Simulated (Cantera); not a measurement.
What does this Cantera script print?

```python
import numpy as np
import cantera as ct

gas = ct.Solution("gri30.yaml")


def delay(T, t_max=10):
    gas.TPX = T, 100000, {'CO': 1, 'H2': 0.45, 'O2': 1.32, 'N2': 4.96}
    reactor = ct.IdealGasConstPressureReactor(gas, clone=False)
    net = ct.ReactorNet([reactor])
    net.rtol, net.atol = 1e-8, 1e-16
    while net.time < t_max:
        t_old, T_old = net.time, reactor.T
        net.step()
        if reactor.T > T + 400:  # ignition: a rise of 400 K
            return t_old + (T + 400 - T_old) / (reactor.T - T_old) * (net.time - t_old)
    return np.nan


taus = []
for T in [1248, 1323, 1398, 1473, 1548, 1623]:
    taus.append(delay(T))
    print(f"T0 = {T:6g} K   tau = {taus[-1]:.4e} s")
```

Result:

```
T0 =   1248 K   tau = 7.7164e-05 s
T0 =   1323 K   tau = 6.5009e-05 s
T0 =   1398 K   tau = 5.8549e-05 s
T0 =   1473 K   tau = 5.5602e-05 s
T0 =   1548 K   tau = 5.5197e-05 s
T0 =   1623 K   tau = 5.6875e-05 s
```

Detailed kinetics in Cantera: GRI-Mech 3.0 (53 species, 325 reactions). Where the delays flatten at high temperature, the 400 K rule measures the pace of heat release, not the induction time.
